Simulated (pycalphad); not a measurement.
All values are pycalphad results on the COST 507 light-alloy database (1999) (1 atm), not direct measurements. No gas phase is included, though pure Mg would boil below 1377 °C. The data set is of 1999 and partly superseded. The system is extrapolated from its subsystems; higher-order compounds may be missing. Diffusion is slow at the low end, where real alloys seldom reach equilibrium.

# Al-28.96Si-0.6469Mg-1.102Mn (wt.%): equilibrium cooling sequence

```tsv
T (°C)	phases above	phases below
802.5	liquid	diamond (Si) + liquid
628.4	diamond (Si) + liquid	ALMNSI_ALPHA + diamond (Si) + liquid
572.9	ALMNSI_ALPHA + diamond (Si) + liquid	ALMNSI_ALPHA + diamond (Si) + fcc + liquid
557.2	ALMNSI_ALPHA + diamond (Si) + fcc + liquid	ALMNSI_ALPHA + diamond (Si) + fcc + MG2SI
```

Changes were sought between steps of 50 K, so a narrower field can be missed.

Database names, with the compositions (at.%) that they take in these runs: ALMNSI_ALPHA: Al 70-73 Mn 17 Si 10-13; MG2SI: Mg 67 Si 33.
